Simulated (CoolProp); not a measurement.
Nitrous oxide along the isotherm -85.85 °C: fugacity coefficient from the reference equation and from simpler models built on Tc = 36.4 °C, pc = 7.245 MPa, ω = 0.161; each cubic takes its own stable root.

Model: reference Helmholtz-energy equation of state, Lemmon 2006, in CoolProp. It is a short technical equation, of lower accuracy than the large ones.

```csv
p (MPa),phase,reference
0.259,liquid,0.4451
0.517,liquid,0.2243
0.776,liquid,0.1503
1.03,liquid,0.1139
1.29,liquid,0.09152
1.55,liquid,0.07663
1.81,liquid,0.06602
2.07,liquid,0.05807
2.33,liquid,0.05190
2.59,liquid,0.04697
2.85,liquid,0.04294
3.1,liquid,0.03971
```

### Question
How far does each simpler model (Redlich-Kwong, Soave-Redlich-Kwong) lie from the reference over these 12 states: mean and median of the absolute difference, and the worst?

### Answer
- Redlich-Kwong: mean 37.1 %, median 37.1 %, worst +37.5 % at -85.85 °C and 3.1 MPa
- Soave-Redlich-Kwong: mean 0.8 %, median 0.8 %, worst +1.1 % at -85.85 °C and 3.1 MPa
